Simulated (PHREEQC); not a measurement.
# Copper plating or etch bath: an equilibrium model

Dissolve 0.0026 mol/kgw CuSO4 and 0.008 mol/kgw HNO3 at 25 °C. Closed to the air; pH follows from the charge balance.

The numbers come from PHREEQC with the ion-association model, wateq4f.dat.

Each row changes one thing in this solution. No solid was allowed to form.

| case | pH | ionic strength (mol/kgw) | SO4-2 (mol/kgw) | HSO4- (mol/kgw) | CuSO4 (mol/kgw) | CuOH+ (mol/kgw) | SI of Chalcanthite (CuSO4:5H2O) | SI of Tenorite (CuO) |
|---|---|---|---|---|---|---|---|---|
| as made | 2.18 | 0.0158 | 0.00161 | 0.000708 | 0.000288 | 2.50e-9 | -3.21 | -6.09 |
| temperature from 25 to 15 °C | 2.18 | 0.0160 | … | 0.000618 | 0.000286 | 2.47e-9 | -3.14 | -6.49 |
| HNO3 from 0.008 to 0.0072 mol/kgw | 2.23 | 0.0151 | … | … | 0.000299 | 2.78e-9 | … | -6.00 |
| HNO3 from 0.008 to 0.08 mol/kgw | 1.19 | 0.0863 | 0.000616 | 0.00193 | 5.13e-5 | 2.10e-10 | -3.96 | -8.22 |
| HNO3 from 0.008 to 0.04 mol/kgw | 1.48 | 0.0468 | 0.000884 | 0.00161 | 0.000103 | 4.53e-10 | -3.66 | -7.57 |

Question: Complete the blanks.

Answer: 
- temperature from 25 to 15 °C, SO4-2 (mol/kgw): 0.00170
- HNO3 from 0.008 to 0.0072 mol/kgw, SO4-2 (mol/kgw): 0.00164
- HNO3 from 0.008 to 0.0072 mol/kgw, HSO4- (mol/kgw): 0.000657
- HNO3 from 0.008 to 0.0072 mol/kgw, SI of Chalcanthite (CuSO4:5H2O): -3.19
